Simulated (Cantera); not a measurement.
A closed system holds: 1 mol FeS, 4.1 mol H2, 16 mol N2, at 100 Torr.

These are equilibrium values from Cantera (NASA tables, ideal gas, pure condensed phases), not measurements of a reactor. Candidate condensed phases: Fe, FeS, FeS2, S; 16 gas species. Metal and sulfide melt together well below either melting point, which pure phases cannot show. Mutual solubility and eutectic melting of coexisting phases are not modelled. FeS: taken at fixed stoichiometry. Equilibrium is a limit: real reactors are often held back by kinetics, nucleation or transport.

Task: Which condensed phases are stable at each of these points (T (°C)): 1100, 1125, 1150, 1175, 1200, 1225, 1250, 1275, 1300, 1325?

Result: 
| T (°C) | condensed phases | Fe condensed (%) |
|---|---|---|
| 1100 | Fe(γ) + FeS(s) | 100.0 |
| 1125 | Fe(γ) + FeS(s) | 100.0 |
| 1150 | Fe(γ) + FeS(s) | 100.0 |
| 1175 | Fe(γ) + FeS(s) | 100.0 |
| 1200 | Fe(γ) + FeS(l) | 100.0 |
| 1225 | Fe(γ) + FeS(l) | 100.0 |
| 1250 | Fe(γ) + FeS(l) | 100.0 |
| 1275 | Fe(γ) + FeS(l) | 100.0 |
| 1300 | Fe(γ) + FeS(l) | 100.0 |
| 1325 | Fe(γ) + FeS(l) | 100.0 |

From 1100 °C to 1175 °C the condensed part is Fe(γ) + FeS(s). From 1200 °C to 1325 °C the condensed part is Fe(γ) + FeS(l).
